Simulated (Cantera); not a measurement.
A closed system holds: 1 mol (CH3)2SiCl2, 0.15 mol C2H4, 2 mol H2, equilibrated at 902 °C and 3.10 mbar.

These are equilibrium values from Cantera (NASA tables, ideal gas, pure condensed phases), not measurements of a reactor. Candidate condensed phases: C, C6H6, C7H8, C8H18, Si, SiC; 109 gas species. The feed counts by its element totals alone. The tables' values for SiCl3 are old estimates; treat these amounts as uncertain. Equilibrium is a limit: real reactors are often held back by kinetics, nucleation or transport.

Base state: H2 0.691, HCl 0.306, SiCl4 0.00250, SiCl2 0.000446, SiCl3 0.000338, SiHCl3 0.000133, CH4 2.83e-5 (mole fractions); condensed: C(graphite) + SiC(s).

**Question.** What changes in the equilibrium state with this change: H2 from 2 to 110 mol?

**Answer.** 
```csv
species,before,after
H2,0.691,0.982
HCl,0.306,0.0175
CH4,2.83e-5,5.73e-5
SiCl4,0.00250,1.32e-8
SiCl2,0.000446,1.03e-6
SiCl3,0.000338,3.72e-8
SiHCl3,0.000133,1.75e-8
"C(graphite), mol",1.32,1.29
"SiC(s), mol",0.979,1.000
```

**Question.** What changes in the equilibrium state with this change: temperature from 902 °C to 1302 °C?

**Answer.** 
```
species             before     after
----------------  --------  --------
H2                   0.691     0.687
HCl                  0.306     0.308
SiCl2             0.000446   0.00450
SiCl4              0.00250   1.25e-5
H                  1.83e-6  0.000619
C2H2 (acetylene)   4.40e-8   1.45e-5
Cl                 7.09e-7  0.000220
C(graphite), mol      1.32      1.33
SiC(s), mol          0.979     0.971
```
